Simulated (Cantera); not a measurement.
Cantera run, input and output.

```python
import numpy as np
import cantera as ct

gas = ct.Solution("h2o2.yaml")
gas.TPX = 300, 100000, {'H2': 1, 'O2': 0.208, 'N2': 0.783}
flame = ct.FreeFlame(gas, width=0.04)
flame.set_refine_criteria(ratio=3, slope=0.08, curve=0.16)
flame.transport_model = "mixture-averaged"
flame.solve(loglevel=0, auto=True)
flame.transport_model = "multicomponent"
flame.soret_enabled = False
flame.solve(loglevel=0, refine_grid=True)
z, T = flame.grid, flame.T
thick = (T[-1] - T[0]) / np.gradient(T, z).max()
show = ['H2', 'O2', 'OH', 'HO2', 'H2O2', 'H2O']
print(f"laminar burning velocity  {flame.velocity[0] * 100:.3f} cm/s")
print(f"burnt temperature         {T[-1]:.1f} K")
print(f"thermal thickness         {thick * 1e3:.4f} mm")
print(f"grid points               {len(z)}")
z0 = z[flame.heat_release_rate.argmax()]
print(f"{'z/mm':>9s}{'T/K':>9s}{'u/(m/s)':>9s}" + "".join(f"{s:>11s}" for s in show))
rows = []
for k in (-3, -2, -1.5, -1, -0.5, -0.25, 0, 0.25, 0.5, 1, 2, 4, 8):
    zz = z0 + k * thick
    rows.append([k * thick, np.interp(zz, z, T), np.interp(zz, z, flame.velocity),
                 *(np.interp(zz, z, flame.X[gas.species_index(s)]) for s in show)])
    print(f"{rows[-1][0] * 1e3:9.3f}{rows[-1][1]:9.1f}{rows[-1][2]:9.3f}" + "".join(f"{x:11.3e}" for x in rows[-1][3:]))
```

Result:

```
laminar burning velocity  268.058 cm/s
burnt temperature         1918.6 K
thermal thickness         0.3463 mm
grid points               129
     z/mm      T/K  u/(m/s)         H2         O2         OH        HO2       H2O2        H2O
   -1.039    300.0    2.681  5.023e-01  1.045e-01  5.278e-16  1.236e-12  1.476e-13  1.156e-11
   -0.693    300.0    2.681  5.023e-01  1.045e-01  3.846e-14  7.427e-11  8.992e-12  6.337e-10
   -0.519    300.0    2.681  5.023e-01  1.045e-01  8.588e-12  3.643e-09  4.485e-10  2.711e-08
   -0.346    300.5    2.684  5.022e-01  1.045e-01  1.595e-09  1.371e-07  1.736e-08  9.062e-07
   -0.173    331.2    2.941  4.984e-01  1.050e-01  8.853e-06  9.187e-05  1.236e-05  5.049e-04
   -0.087    595.4    5.160  4.732e-01  9.903e-02  6.778e-04  3.126e-04  8.959e-05  1.879e-02
    0.000    979.3    8.264  4.163e-01  7.752e-02  6.750e-04  1.051e-04  1.563e-05  7.092e-02
    0.087   1261.4   10.490  3.462e-01  4.061e-02  1.323e-03  4.426e-05  9.813e-07  1.456e-01
    0.173   1414.6   11.703  3.040e-01  1.352e-02  1.526e-03  1.406e-05  4.120e-07  1.980e-01
    0.346   1535.5   12.634  2.900e-01  1.098e-03  1.465e-03  1.060e-06  1.983e-07  2.232e-01
    0.693   1633.7   13.359  2.969e-01  7.877e-05  1.477e-03  8.246e-08  1.340e-07  2.267e-01
    1.385   1723.7   14.007  3.053e-01  3.761e-05  1.325e-03  4.304e-08  7.776e-08  2.284e-01
    2.770   1797.9   14.529  3.125e-01  1.834e-05  1.037e-03  2.303e-08  3.815e-08  2.300e-01
```

Detailed kinetics in Cantera: the H2/O2 subset of GRI-Mech 3.0, which has no nitrogen chemistry. Burning velocities carry a grid error of a few per cent, more on coarse grids.
